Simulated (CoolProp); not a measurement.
Carbon dioxide along the isotherm 55.55 °C: Z from the reference equation and from simpler models built on Tc = 31.0 °C, pc = 7.377 MPa, ω = 0.224; each cubic takes its own stable root.

Model: reference Helmholtz-energy equation of state, Span 1996, in CoolProp.

| p (MPa) | phase | reference |
|---|---|---|
| 0.284 | gas | 0.9898 |
| 0.567 | gas | 0.9794 |
| 0.851 | gas | 0.9689 |
| 1.13 | gas | 0.9585 |
| 1.42 | gas | 0.9475 |
| 1.7 | gas | 0.9367 |
| 1.99 | gas | 0.9254 |
| 2.27 | gas | 0.9144 |
| 2.55 | gas | 0.9032 |
| 2.84 | gas | 0.8914 |
| 3.12 | gas | 0.8798 |
| 3.4 | gas | 0.8680 |
| 3.69 | gas | 0.8556 |

Problem. How far does each simpler model (Pitzer virial, van der Waals, Soave-Redlich-Kwong, Peng-Robinson) lie from the reference over these 13 states: mean and median of the absolute difference, and the worst?

Solution. 
- Pitzer virial: mean 0.5 %, median 0.3 %, worst +1.4 % at 55.55 °C and 3.69 MPa
- van der Waals: mean 0.5 %, median 0.5 %, worst +0.8 % at 55.55 °C and 3.69 MPa
- Soave-Redlich-Kwong: mean 0.1 %, median 0.1 %, worst +0.3 % at 55.55 °C and 3.69 MPa
- Peng-Robinson: mean 0.9 %, median 0.9 %, worst -1.6 % at 55.55 °C and 3.69 MPa
